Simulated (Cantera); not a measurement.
**Equilibrium for metals in furnace atmospheres: Cu + CO2 + N2**

Input: 1 mol Cu, 4.4 mol CO2, a varied amount of N2, equilibrated at 1998.15 K and 4.95 Torr.

Cantera equilibrium calculation (NASA polynomials, part measured and part estimated; ideal gas, pure solids and liquids). Candidate condensed phases: C, Cu, CuO, Cu2O; 27 gas species. Equilibrium is a limit: real reactors are often held back by kinetics, nucleation or transport.

From 11 mol N2 to 81 mol N2 nothing is condensed. The main Cu-bearing gas is Cu throughout.

```csv
n(N2) (mol),x N2,x CO2,x Cu,x CO,x O2,x NO,x O,x CuO
11,0.659,0.233,0.0599,0.0313,0.0142,0.00181,0.000968,6.21e-5
20,0.777,0.148,0.0388,0.0233,0.0104,0.00168,0.000827,3.44e-5
29,0.834,0.108,0.0288,0.0189,0.00831,0.00156,0.000740,2.28e-5
38,0.867,0.0844,0.0228,0.0162,0.00700,0.00146,0.000679,1.66e-5
46,0.888,0.0706,0.0193,0.0144,0.00618,0.00139,0.000638,1.32e-5
55,0.904,0.0595,0.0164,0.0129,0.00548,0.00132,0.000601,1.06e-5
64,0.916,0.0513,0.0143,0.0117,0.00493,0.00126,0.000570,8.75e-6
73,0.925,0.0450,0.0127,0.0108,0.00450,0.00121,0.000545,7.40e-6
81,0.932,0.0406,0.0115,0.0101,0.00418,0.00117,0.000525,6.47e-6
```
x: gas mole fraction; nothing condenses.
